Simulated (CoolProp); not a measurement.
Sulfur hexafluoride at 589.12 K and 0.555 MPa flows at 1.4 m/s in a round tube of 25 mm bore and 1.5 µm roughness, fully developed (64/Re and Nu = 3.66 if laminar; Colebrook and Gnielinski if turbulent). Each further row changes one setting.

Values from CoolProp's reference Helmholtz-energy equation of state, Guder 2009.

```
case              Reynolds number  Darcy friction factor  pressure drop (Pa/m)  heat-transfer coefficient (W/(m² K))  mass flow (kg/h)
----------------  ---------------  ---------------------  --------------------  ------------------------------------  ----------------
as stated                       …                 0.0256                     …                                     …              41.1
velocity 2.8 m/s            42500                      …                  56.9                                   131                 …
diameter 50 mm              42500                      …                     …                                  65.1                 …
```

Q: Some entries are withheld; supply them.

A: 
- as stated, Reynolds number: 21300
- as stated, pressure drop (Pa/m): 16.7
- as stated, heat-transfer coefficient (W/(m² K)): 75.7
- velocity 2.8 m/s, Darcy friction factor: 0.0219
- velocity 2.8 m/s, mass flow (kg/h): 82.2
- diameter 50 mm, Darcy friction factor: 0.0218
- diameter 50 mm, pressure drop (Pa/m): 7.08
- diameter 50 mm, mass flow (kg/h): 164

Viscosity comes from a separate model (Quiñones-Cisneros 2012). Thermal conductivity comes from a separate model (Assael 2012).
